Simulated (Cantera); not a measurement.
An isothermal, constant-pressure homogeneous reactor starts with NO : N₂ = 1 : 14 (molar parts), at 1598 K and 0.0829 atm. Integrator tolerance rtol = 1e-08.

Computed with Cantera and GRI-Mech 3.0 (53 species, 325 reactions).

Question: What does this change do: pressure from 0.0829 atm to 0.987 atm?

Answer: 
| quantity | before | after |
|---|---|---|
| x(NO) at 30.0 s | 0.0659 (gas-phase equilibrium 0.000845) | 0.0592 (gas-phase equilibrium 0.000845) |
| x(O) at 30.0 s | 1.50e-6 (gas-phase equilibrium 8.92e-6) | 9.24e-7 (gas-phase equilibrium 2.58e-6) |
| x(N₂) at 30.0 s | 0.934 (gas-phase equilibrium 0.966) | 0.937 (gas-phase equilibrium 0.966) |
| x(NO₂) at 30.0 s | 4.70e-6 (gas-phase equilibrium 3.91e-7) | 3.34e-5 (gas-phase equilibrium 1.35e-6) |
| x(N₂O) at 30.0 s | 1.52e-6 (gas-phase equilibrium 1.62e-8) | 1.30e-6 (gas-phase equilibrium 5.59e-8) |
| x(O₂) at 30.0 s | 0.000359 (gas-phase equilibrium 0.0329) | 0.00371 (gas-phase equilibrium 0.0329) |
